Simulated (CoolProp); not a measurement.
Vapour pressure (bar) of R152A: the reference equation beside estimates from Tc = 113.3 °C, pc = 45.17 bar, ω = 0.275. Clausius-Clapeyron is anchored at -53.75 °C with a constant enthalpy of vaporisation of 23.43 kJ/mol.

Model: reference Helmholtz-energy equation of state, Outcalt 1996, in CoolProp. It is a modified Benedict-Webb-Rubin equation, recast in Helmholtz form.

```csv
T (°C),reference,Clausius-Clapeyron,van der Waals,Redlich-Kwong,Peng-Robinson
-59.45,0.1553,0.1564,2.411,0.3722,___
-56.55,0.1861,0.1867,2.619,0.4360,0.1853
-53.75,0.2204,0.2204,2.832,0.5056,0.2194
-50.85,0.2612,0.2606,3.065,0.5864,0.2599
-48.05,0.3062,0.3051,3.302,___,0.3046
-45.15,0.3594,0.3578,3.560,0.7741,0.3574
-42.35,0.4176,0.4157,3.822,0.8818,0.4152
-39.45,0.4857,0.4837,4.108,1.005,0.4829
-36.65,0.5596,0.5579,4.396,___,0.5564
-33.75,0.6455,0.6445,4.710,1.285,0.6418
-30.95,0.7381,0.7385,5.026,1.442,0.7339
-28.05,0.8449,0.8475,5.369,1.620,___
```

Task: Fill in the missing entries.

Result: 
- -59.45, Peng-Robinson: 0.1548
- -48.05, Redlich-Kwong: 0.6736
- -36.65, Redlich-Kwong: 1.136
- -28.05, Peng-Robinson: 0.8401

Absolute difference from the reference over all 12 rows, mean and median: Clausius-Clapeyron 0.3 and 0.3 %, van der Waals 906.6 and 852.9 %, Redlich-Kwong 114.2 and 113.3 %, Peng-Robinson 0.5 and 0.6 %.
